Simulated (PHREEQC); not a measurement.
## Acid mine or pickling water (model solution)

Model water analysis in mmol/kgw, 85 °C, pH 3.84, pe 9.5:

```
constituent  mmol/kgw
-----------  --------
Na               23.8
K            0.000286
Ca               6.16
Mg               12.4
Cl               4.68
S(6)             29.9
Zn             0.0217
```

Valence states are taken as typed.

Computed with PHREEQC (ion-association model, phreeqc.dat).

This is a speciation only: nothing precipitates in the calculation.

Estimate the ionic strength.

ionic strength 0.0638 mol/kgw.

In which forms is Na present?

Na+ 96 %, NaSO4- 4.3 % of the Na.

At this temperature some constants are extrapolated from 25 °C, and those without enthalpy data are left unchanged.
